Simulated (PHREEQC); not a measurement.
A solution holds 0.0066 mol/kgw Na2HAsO4, 0.0073 mol/kgw HCl and 0.16 mol/kgw NaCl, at 25 °C. Closed to the air; pH follows from the charge balance.

Equilibrium calculation in PHREEQC: ion-association model, wateq4f.dat.

Precipitation was switched off in this run.

### Question
Predict the pH, activity of water.

### Answer
pH 3.49; activity of water 0.994.

### Question
In which forms is As present?

### Answer
H2AsO4- 95 %, H3AsO4 4.5 % of the As.
